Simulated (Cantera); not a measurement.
Source: NASA polynomial tables (part measured, part estimated), evaluated in Cantera. Values are per mole of reaction as written; species without (g) are pure solids or liquids, kept so even where they would boil at 1 bar.

2 CH3(g) + 3 Fe2Cl6(g) ⇌ 2 C + 6 FeCl2 + 6 HCl(g)

```csv
T (K),ΔH° (kJ),ΔS° (J/K),ΔG° (kJ),log10 K,condensed phases
948,-888.1,-78.0,-814.2,44.86,"C(graphite), FeCl2(s)"
973,(withheld),(withheld),(withheld),(withheld),"C(graphite), FeCl2(l)"
998,(withheld),(withheld),(withheld),(withheld),"C(graphite), FeCl2(l)"
1023,(withheld),(withheld),(withheld),(withheld),"C(graphite), FeCl2(l)"
1048,-612.0,211.7,-833.9,41.56,"C(graphite), FeCl2(l)"
```

Task: Complete the blanks.

Result: 
- 973, ΔH° (kJ): -625.7
- 973, ΔS° (J/K): 198.2
- 973, ΔG° (kJ): -818.5
- 973, log10 K: 43.94
- 998, ΔH° (kJ): -621.1
- 998, ΔS° (J/K): 202.8
- 998, ΔG° (kJ): -823.5
- 998, log10 K: 43.10
- 1023, ΔH° (kJ): -616.6
- 1023, ΔS° (J/K): 207.3
- 1023, ΔG° (kJ): -828.7
- 1023, log10 K: 42.31
